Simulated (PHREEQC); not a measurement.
**Copper plating or etch bath (model solution)**

Consider water at 20 °C with 0.033 mol/kgw CuCl2, 0.18 mol/kgw H2SO4 and 0.0015 mol/kgw FeCl3. Closed to the air; pH follows from the charge balance.

Computed with PHREEQC (ion-association model, phreeqc.dat).

Each row changes one thing in this solution. This is a speciation only: nothing precipitates in the calculation.

| case | pH | ionic strength (mol/kgw) | Fe+3 (mol/kgw) | FeCl+2 (mol/kgw) | FeCl2+ (mol/kgw) | FeOH+2 (mol/kgw) | SI of Goethite (FeOOH) | SI of Hematite (Fe2O3) |
|---|---|---|---|---|---|---|---|---|
| as made | 0.77 | 0.320 | 5.94e-5 | 3.08e-5 | 2.75e-6 | 7.05e-7 | -2.07 | -2.16 |
| CuCl2 from 0.033 to 0.066 mol/kgw | 0.76 | 0.402 | 6.64e-5 | 6.34e-5 | 9.94e-6 | 7.62e-7 | -2.09 | -2.19 |
| H2SO4 from 0.18 to 0.27 mol/kgw | 0.61 | 0.424 | 4.92e-5 | 2.44e-5 | 1.97e-6 | 4.02e-7 | -2.67 | -3.35 |
| CuCl2 from 0.033 to 0.0066 mol/kgw | 0.78 | 0.256 | 5.27e-5 | 7.22e-6 | 1.78e-7 | 6.50e-7 | -2.05 | -2.12 |
| diluted 100-fold with water | 2.51 | ? | 1.81e-6 | 2.18e-8 | 5.88e-11 | 2.03e-6 | ? | ? |
| CuCl2 left out | 0.78 | 0.240 | 5.09e-5 | 1.80e-6 | ? | 6.35e-7 | -2.05 | -2.11 |
| H2SO4 left out | 3.03 | 0.102 | 0.000274 | 0.000175 | 2.32e-5 | 0.000658 | +5.58 | +13.15 |

Problem. Complete the blanks.

Solution. 
- diluted 100-fold with water, ionic strength (mol/kgw): 0.00562
- diluted 100-fold with water, SI of Goethite (FeOOH): +2.34
- diluted 100-fold with water, SI of Hematite (Fe2O3): +6.66
- CuCl2 left out, FeCl2+ (mol/kgw): 1.16e-8

Complexes and solids missing from the database can't appear. Some of these states are supersaturated (in Hematite (slow to form), Goethite (slow to form), for instance).
